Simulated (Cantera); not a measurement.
**Sublimation and decomposition of ceramics: SiC + C + H2**

Charge: 1 mol SiC, 0.066 mol C, 1.3 mol H2, equilibrated at 0.133 bar.

Equilibrium computed with Cantera from the NASA thermochemical tables; the gas is ideal and each condensed phase is pure. Candidate condensed phases: C, C6H6, C7H8, C8H18, Si, SiC; 87 gas species. Gases not in the tables: Si2H6 and higher silanes. Kinetics and transport are ignored.

```
T (°C)  log p H2  log p H  log p Si  log p C2H2 (acetylene)  log p SiC2  log p Si2C  log p SiH  log p SiH2  n C(graphite)  n SiC(s)
------  --------  -------  --------  ----------------------  ----------  ----------  ---------  ----------  -------------  --------
1752       -0.88    -3.15     -5.46                   -3.92       -6.79       -6.97      -6.09       -6.01         0.0636     1.000
1802       -0.88    -3.01     -5.14                   -3.79       -6.37       -6.57      -5.82       -5.82         0.0628     1.000
1852       -0.88    -2.88     -4.83                   -3.66       -5.98       -6.18      -5.56       -5.64         0.0618     1.000
1902       -0.88    -2.75     -4.54                   -3.53       -5.60       -5.81      -5.32       -5.46         0.0605     1.000
1952       -0.88    -2.63     -4.27                   -3.42       -5.24       -5.46      -5.08       -5.30         0.0590     0.999
2002       -0.89    -2.51     -4.00                   -3.31       -4.90       -5.13      -4.86       -5.14         0.0573     0.999
2052       -0.89    -2.40     -3.75                   -3.20       -4.57       -4.81      -4.65       -4.99         0.0554     0.997
2102       -0.90    -2.30     -3.51                   -3.10       -4.26       -4.50      -4.45       -4.85         0.0535     0.995
2152       -0.90    -2.20     -3.27                   -3.01       -3.96       -4.21      -4.25       -4.71         0.0518     0.991
2202       -0.91    -2.10     -3.05                   -2.92       -3.67       -3.92      -4.07       -4.59         0.0506     0.985
2252       -0.92    -2.01     -2.84                   -2.84       -3.39       -3.66      -3.89       -4.47         0.0507     0.974
2302       -0.94    -1.93     -2.63                   -2.77       -3.13       -3.40      -3.73       -4.36         0.0530     0.956
```
log p: log10 of the partial pressure in bar; n: condensed amount in mol.

From 1752 °C to 2302 °C the condensed part is C(graphite) + SiC(s). The main Si-bearing gas is Si throughout.
